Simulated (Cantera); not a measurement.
Charge: 1 mol Pb, 0.25 mol O2, 5.5 mol N2, held at 1398 K and 0.133 bar.

Method: chemical equilibrium by Gibbs-energy minimisation in Cantera with the NASA 1993 tables (ideal gas, pure condensed phases). Candidate condensed phases: Pb, PbO, PbO2, Pb3O4; 12 gas species. Each liquid is taken as pure. Mutual solubility and eutectic melting of coexisting phases are not modelled. Gases not in the tables: (PbO)n polymers. Rates play no part.

Question: What is the equilibrium state?

Answer: 
| Item | Value |
|---|---|
| x(N2) | 0.920 |
| x(Pb) | 0.0639 |
| x(PbO) | 0.0163 |
| x(Pb2) | 1.33e-5 |
| x(NO) | 2.78e-6 |
| x(O2) | 2.72e-6 |
| n(Pb(l)) | 0.118 mol |
| n(PbO(l)) | 0.402 mol |
| gas amount | 5.980 mol |
